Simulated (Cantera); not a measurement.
**Catalytic stagnation flow on Pt**

A jet of CH₄ : O₂ : N₂ = 0.017 : 0.055 : 0.79 (molar parts) at 300 K and 0.340 bar hits a platinum plate 4 cm away at a mass flux of 0.074 kg/m²/s; the plate temperature is set and raised in steps from an oxygen-covered start.

Computed with Cantera and Deutschmann's 1995 Pt surface mechanism with GRI-Mech 3.0 gas chemistry. Catalytic surfaces can have several steady states; this one follows from the mechanism file's or the stated starting coverage.

| plate T (K) | wall x CH₄ | wall x O₂ | wall x H₂O | wall x OH | wall x CO | wall x CO₂ | θ free Pt | θ O* | θ OH* |
|---|---|---|---|---|---|---|---|---|---|
| 850 | 0.0131 | 0.0499 | 0.0123 | <1e-8 | 3.33e-6 | 0.00804 | 0.121 | 0.877 | 0.00175 |
| 900 | 0.00860 | 0.0402 | 0.0207 | 1.66e-8 | 3.16e-6 | 0.0136 | 0.185 | 0.812 | 0.00216 |
| 950 | 0.00539 | 0.0335 | 0.0266 | 4.88e-8 | 2.77e-6 | 0.0175 | 0.257 | 0.741 | 0.00225 |
| 1000 | 0.00354 | 0.0296 | 0.0300 | 1.26e-7 | 2.48e-6 | 0.0197 | 0.330 | 0.668 | 0.00214 |
| 1050 | 0.00247 | 0.0274 | 0.0319 | 2.94e-7 | 2.31e-6 | 0.0210 | 0.401 | 0.597 | 0.00194 |
| 1100 | 0.00183 | 0.0260 | 0.0330 | 6.27e-7 | 2.26e-6 | 0.0217 | 0.470 | 0.529 | 0.00173 |
| 1150 | 0.00142 | 0.0252 | 0.0337 | 1.24e-6 | 2.30e-6 | 0.0222 | 0.535 | 0.464 | 0.00152 |
x: mole fraction at the wall; θ: surface coverage.
